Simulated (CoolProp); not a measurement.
Aqueous potassium acetate as a coolant, 10 % by mass, freezing at -4.5 °C, 1 atm.

The numbers come from the Melinder's fits for secondary coolants in CoolProp.

```
T (°C)  viscosity (mPa s)  conductivity (W/(m K))  cp (kJ/(kg K))  Prandtl number
------  -----------------  ----------------------  --------------  --------------
3.2                  2.04                   0.539           3.805            14.4
10                    [?]                   0.549           3.810            11.5
16.9                 1.38                   0.560             [?]            9.40
23.7                 1.17                   0.570           3.823            7.87
30.5                 1.01                     [?]           3.830             [?]
37.4                  [?]                   0.590             [?]            5.74
```

**Question.** Fill in the missing entries.

**Answer.** 
- 10, viscosity (mPa s): 1.66
- 16.9, cp (kJ/(kg K)): 3.817
- 30.5, conductivity (W/(m K)): 0.580
- 30.5, Prandtl number: 6.69
- 37.4, viscosity (mPa s): 0.883
- 37.4, cp (kJ/(kg K)): 3.835
